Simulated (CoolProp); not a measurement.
Saturation properties of ammonia.

The numbers come from the reference Helmholtz-energy equation of state, Gao 2020 in CoolProp.

| T (°C) | p (MPa) | vapour density (kg/m³) | liquid cp (kJ/(kg K)) | liquid viscosity (µPa s) | liquid conductivity (mW/(m K)) |
|---|---|---|---|---|---|
| 19.75 | 0.8502 | 6.646 | 4.737 | 139 | 501 |
| 31.35 | 1.214 | 9.408 | 4.839 | 124 | 468 |
| 43.05 | 1.690 | 13.08 | 4.971 | 111 | 435 |
| 54.75 | 2.296 | 17.88 | 5.146 | 99.3 | 404 |
| 66.35 | 3.043 | (withheld) | 5.380 | 89.0 | 373 |
| 78.05 | 3.969 | 32.29 | 5.716 | 79.5 | 342 |
| 89.75 | 5.090 | 43.22 | 6.235 | 70.7 | 312 |
| 101.35 | 6.422 | 58.12 | 7.130 | 62.3 | 281 |
| 113.05 | 8.021 | 80.23 | (withheld) | 53.8 | 250 |
| 124.75 | 9.920 | 119.2 | 17.18 | (withheld) | 219 |

Task: Fill in the missing entries.

Result: 
- 66.35, vapour density (kg/m³): 24.08
- 113.05, liquid cp (kJ/(kg K)): 9.117
- 124.75, liquid viscosity (µPa s): 43.9

It boils at -33.3 °C under 1 atm.

Viscosity comes from a separate model (Fenghour 1995). Thermal conductivity comes from a separate model (Tufeu 1984).
